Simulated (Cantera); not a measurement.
An isothermal, constant-pressure homogeneous reactor starts with NO : N2 = 1 : 0.27 (molar parts), at 1550 K and 0.210 bar. Integrator tolerance rtol = 1e-08.

Computed with Cantera and GRI-Mech 3.0 (53 species, 325 reactions).

Question: What does this change do: temperature 1550 to 1925 K?

Answer: 
```
quantity                                            before                                      after
----------------  ----------------------------------------  -----------------------------------------
x(NO) at 10.0 s      0.744 (gas-phase equilibrium 0.00187)     0.0882 (gas-phase equilibrium 0.00739)
x(N2) at 10.0 s        0.234 (gas-phase equilibrium 0.605)        0.562 (gas-phase equilibrium 0.602)
x(O) at 10.0 s     2.91e-6 (gas-phase equilibrium 1.08e-5)  0.000479 (gas-phase equilibrium 0.000504)
x(N2O) at 10.0 s  0.000184 (gas-phase equilibrium 4.53e-8)    2.81e-6 (gas-phase equilibrium 1.68e-7)
x(NO2) at 10.0 s  0.000522 (gas-phase equilibrium 5.39e-6)   0.000102 (gas-phase equilibrium 9.06e-6)
x(O2) at 10.0 s       0.0210 (gas-phase equilibrium 0.393)        0.349 (gas-phase equilibrium 0.390)
```

Question: What does this change do: temperature 1550 to 2175 K?

Answer: 
```tsv
quantity	before	after
x(NO) at 10.0 s	0.744 (gas-phase equilibrium 0.00187)	0.0141 (gas-phase equilibrium 0.0141)
x(N2) at 10.0 s	0.234 (gas-phase equilibrium 0.605)	0.598 (gas-phase equilibrium 0.598)
x(O) at 10.0 s	2.91e-6 (gas-phase equilibrium 1.08e-5)	0.00313 (gas-phase equilibrium 0.00313)
x(N2O) at 10.0 s	0.000184 (gas-phase equilibrium 4.53e-8)	3.14e-7 (gas-phase equilibrium 3.14e-7)
x(NO2) at 10.0 s	0.000522 (gas-phase equilibrium 5.39e-6)	1.15e-5 (gas-phase equilibrium 1.15e-5)
x(O2) at 10.0 s	0.0210 (gas-phase equilibrium 0.393)	0.384 (gas-phase equilibrium 0.384)
```
